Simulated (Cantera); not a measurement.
An adiabatic, constant-volume homogeneous reactor starts with 5.52 % CH4, 7.34 % O2, 81.1 % N2, 6.07 % H2O, equivalence ratio 1.5, at 1075 K and 3750 Torr.

Detailed kinetics in Cantera: GRI-Mech 3.0 (53 species, 325 reactions).

One state of this run: T (K) = 1928; P (bar) = 9.30; x CH4 = 1.01e-10; x O2 = 2.79e-8; x H2O = 0.125; x HO2 = 2.84e-11; x NO2 = 7.40e-12. x: mole fraction; the columns are a selection and need not sum to one.

Which value of t (s) does it belong to?
A. 7.17e-5
B. 0.000779
C. 0.303
D. 0.0279

C, 0.303
